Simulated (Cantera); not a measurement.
A Cantera script and its output.

```python
import numpy as np
import cantera as ct

surf = ct.Interface("diamond.yaml", "diamond_100")
gas, bulk = surf.adjacent["gas"], surf.adjacent["diamond"]
k = surf.kinetics_species_index(bulk.species_names[0])
cover = ["c6HH", "c6H*", "c6*H", "c6**", "c6HM", "c6B"]

rows, drift = [], 0.0
print(f"{'xCH3':>10s}{'um/h':>11s}" + "".join(f"{s:>11s}" for s in cover))
for v in [1e-06, 2.1e-06, 4.3e-06, 9e-06, 1.9e-05, 3.9e-05, 8.1e-05, 0.00017, 0.00035]:
    T, P, xH, xCH3 = 1225, 3900, 0.00057, v
    gas.TPX = T, P, {"H": xH, "CH3": xCH3, "CH4": 0.018, "H2": 1 - xH - xCH3 - 0.018}
    surf.TP = bulk.TP = T, P
    surf.coverages = "c6H*:0.1, c6HH:0.9"
    surf.advance_coverages(100.0)
    before = surf.coverages
    surf.advance_coverages(100.0)
    drift = max(drift, np.max(np.abs(surf.coverages - before) / (surf.coverages + 1e-9)))
    rate = surf.net_production_rates[k] * bulk.mean_molecular_weight / bulk.density * 3.6e9
    rows.append([rate, *surf[cover].coverages])
    print(f"{v:10.4g}{rate:11.4e}" + "".join(f"{x:11.3e}" for x in rows[-1][1:]))
```

Output:

```
      xCH3       um/h       c6HH       c6H*       c6*H       c6**       c6HM        c6B
     1e-06 2.6418e-03  4.734e-01  3.839e-02  4.685e-01  1.974e-02  6.853e-06  7.169e-12
   2.1e-06 5.5464e-03  4.734e-01  3.839e-02  4.684e-01  1.973e-02  1.439e-05  1.505e-11
   4.3e-06 1.1351e-02  4.734e-01  3.839e-02  4.684e-01  1.972e-02  2.946e-05  3.080e-11
     9e-06 2.3733e-02  4.733e-01  3.839e-02  4.684e-01  1.970e-02  6.163e-05  6.440e-11
   1.9e-05 4.9990e-02  4.732e-01  3.838e-02  4.683e-01  1.964e-02  1.300e-04  1.357e-10
   3.9e-05 1.0215e-01  4.731e-01  3.836e-02  4.681e-01  1.954e-02  2.663e-04  2.772e-10
   8.1e-05 2.1018e-01  4.727e-01  3.832e-02  4.676e-01  1.932e-02  5.510e-04  5.703e-10
   0.00017 4.3262e-01  4.720e-01  3.825e-02  4.667e-01  1.888e-02  1.147e-03  1.174e-09
   0.00035 8.5756e-01  4.707e-01  3.811e-02  4.650e-01  1.803e-02  2.326e-03  2.327e-09
```

Detailed kinetics in Cantera: the Harris–Goodwin 1993 mechanism for the reconstructed diamond (100) surface.
